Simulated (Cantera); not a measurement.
Mixture: 5.17 % C₃H₈, 19.9 % O₂, 74.9 % N₂, equivalence ratio 1.3, at 1.60 bar, adiabatic and at constant volume. Ignition delay is the time to a rise of 400 K.

Computed with Cantera and GRI-Mech 3.0 (53 species, 325 reactions). GRI-Mech 3.0 was tuned for natural gas; its chemistry of propane as a main component is partial and can be far from experiment.

Predict: delay at 1150 K; delay at 1350 K; delay at 1550 K; delay at 1750 K; delay at 1950 K; apparent activation energy between 1850 and 2050 K.


```json
{
 "delay at 1150 K": "13.5 ms",
 "delay at 1350 K": "0.335 ms",
 "delay at 1550 K": "33.9 µs",
 "delay at 1750 K": "9.27 µs",
 "delay at 1950 K": "4.31 µs",
 "apparent activation energy between 1850 and 2050 K": "97 kJ/mol"
}
```
